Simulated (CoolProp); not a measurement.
A closed Brayton cycle with nitrogen: compressor inlet 330.15 K and 1.1 MPa, high pressure 3.77 MPa, turbine inlet 760 K, compressor efficiency 0.8, turbine efficiency 0.93, recuperator effectiveness 0.9 (on enthalpy, no pinch check). Each further row changes one setting.

Values from CoolProp's reference Helmholtz-energy equation of state, Span 2000.

| case | thermal efficiency (%) | net work (kJ/kg) | compressor to turbine work | compressor exit (K) | turbine exit (K) |
|---|---|---|---|---|---|
| as stated | 17.3 | 39.5 | 0.82 | 503.7 | 557.9 |
| turbine inlet 710 K | 11.7 | [?] | 0.88 | 503.7 | 519.6 |
| compressor inlet 340.15 K | 15.0 | [?] | 0.85 | 518.7 | 557.9 |
| high pressure 3.2 MPa | [?] | [?] | [?] | 477.1 | [?] |
| recuperator effectiveness 0.5 | 15.7 | 39.5 | 0.82 | 503.7 | 557.9 |

**Question.** What belongs in the gaps?

**Answer.** 
- turbine inlet 710 K, net work (kJ/kg): 24.6
- compressor inlet 340.15 K, net work (kJ/kg): 33.9
- high pressure 3.2 MPa, thermal efficiency (%): 20.3
- high pressure 3.2 MPa, net work (kJ/kg): 42.2
- high pressure 3.2 MPa, compressor to turbine work: 0.78
- high pressure 3.2 MPa, turbine exit (K): 581.5
